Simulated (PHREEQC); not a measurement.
Consider water at 25 °C with 0.11 mol NH3 and 1.2e-05 mol H4SiO4 per kg of water. Closed to the air; pH follows from the charge balance.

Computed with PHREEQC (ion-association model, wateq4f.dat).

```
quantity                   before    after
------------------------  -------  -------
pH                          11.14    10.69
ionic strength (mol/kgw)  0.00145  0.00148
NH4+ (mol/kgw)            0.00145  0.00148
H4SiO4 (mol/kgw)          5.36e-7  9.03e-7
SI of Quartz (SiO2)         -2.29    -2.27
```

Q: Which change was made?
A. diluted 100-fold with water
B. NH3 from 0.11 to 1.1 mol/kgw
C. NH3 replaced by NH4BF4 at the same molality
D. temperature from 25 to 10 °C
E. temperature from 25 to 40 °C

A: E, temperature from 25 to 40 °C

This is a speciation only: nothing precipitates in the calculation. Away from 25 °C the constants follow the database's enthalpies or fits; those with neither stay at their 25 °C values.
